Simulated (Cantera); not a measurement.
Charge: 1 mol Si, 7.6 mol NF₃, 3 mol Cl₂, equilibrated at 502 °C and 5200 Pa.

These are equilibrium values from Cantera (NASA tables, ideal gas, pure condensed phases), not measurements of a reactor. Kinetics and transport are ignored.

| species | before | after |
|---|---|---|
| ClF | 0.379 | 0.431 |
| NF₃ | 0.104 | 0.294 |
| N₂ | 0.192 | 0.146 |
| F₂ | 0.243 | 0.0204 |
| F | 0.0121 | 0.000169 |
| ClF₃ | 0.00627 | 0.0318 |
| SiF₄ | 0.0642 | 0.0771 |
Gas species are given as mole fractions.

Name the change that produced these shifts.
A. temperature from 502 °C to 352 °C
B. temperature from 502 °C to 875 °C
C. temperature from 502 °C to 252 °C
D. NF₃ from 7.6 to 0.85 mol

A, temperature from 502 °C to 352 °C
